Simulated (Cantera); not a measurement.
Ignition delay

Mixture: 13.3 % CO, 0.518 % H2, 1.32 % CH4, 17.7 % O2, 63.5 % N2, 3.72 % H2O, equivalence ratio 0.54, at 101000 Pa, adiabatic and at constant volume. Ignition delay is the time to a rise of 400 K.

Computed with Cantera and GRI-Mech 3.0 (53 species, 325 reactions). Where the delays flatten at high temperature, the 400 K rule measures the pace of heat release, not the induction time.

| T0 (K) | delay (ms) |
|---|---|
| 1025 | 4.50 |
| 1100 | 1.55 |
| 1175 | 0.696 |
| 1250 | 0.387 |
| 1325 | 0.249 |
| 1400 | 0.177 |
| 1475 | 0.134 |
| 1550 | 0.106 |
| 1625 | 0.0866 |
